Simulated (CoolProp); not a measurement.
Computed with CoolProp (reference Helmholtz-energy equation of state, Platzer 1990). This equation is an older, rougher fit; its heat capacities, sound speeds and derivatives of the liquid may be far off and weren't checked against measurements.

Task: Give the vapour pressure (MPa), vapour density (kg/m³), enthalpy of vaporisation (kJ/kg), liquid viscosity (µPa s) of saturated CF4 (R14) at 136.5, 143.9, 146.4 K.

Result: 
```json
[
 {"T (K)": "136.5", "p (MPa)": "0.0530", "vapour density (kg/m³)": "4.20", "enthalpy of vaporisation (kJ/kg)": "139", "liquid viscosity (µPa s)": "276"},
 {"T (K)": "143.9", "p (MPa)": "0.0930", "vapour density (kg/m³)": "7.07", "enthalpy of vaporisation (kJ/kg)": "135", "liquid viscosity (µPa s)": "239"},
 {"T (K)": "146.4", "p (MPa)": "0.111", "vapour density (kg/m³)": "8.33", "enthalpy of vaporisation (kJ/kg)": "134", "liquid viscosity (µPa s)": "228"}
]
```

Viscosity comes from a separate model (Huber 2003), an estimate that may be off by 10 % or more.
